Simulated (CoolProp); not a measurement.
Vapour-liquid equilibrium of R22 (1) + R115 (2) at 17.3 kPa; x and y are mole fractions of (1).

Model: multi-fluid Helmholtz-energy mixture model, Kamei 1995 and Lemmon 2016; pair parameters Bell 2016, in CoolProp.

```tsv
x	bubble temperature, mixture model (°C)	bubble temperature, Raoult's law (°C)	y, mixture model	y, Raoult's law
0.05	-74.3	-72.3	0.162	0.051
0.125	-75.9	-72.3	0.282	0.127
0.2	-76.5	-72.4	0.343	0.203
0.275	-76.8	-72.4	0.380	0.279
0.35	-77.0	-72.4	0.407	0.354
0.425	-77.0	-72.4	0.433	0.430
0.5	-77.0	-72.4	0.461	0.505
0.575	-76.9	-72.5	0.495	0.580
0.65	-76.6	-72.5	0.538	0.654
0.725	-76.2	-72.5	0.595	0.729
0.8	-75.5	-72.5	0.669	0.803
0.875	-74.7	-72.6	0.767	0.877
0.95	-73.5	-72.6	0.895	0.951
```

The largest gap from Raoult's law is -4.6 K in bubble temperature, at x = 0.425. y crosses x between x = 0.425 and 0.5: the model has an azeotrope there.

Pair parameters are fitted to limited data, so mixtures are less certain than the pure fluids.
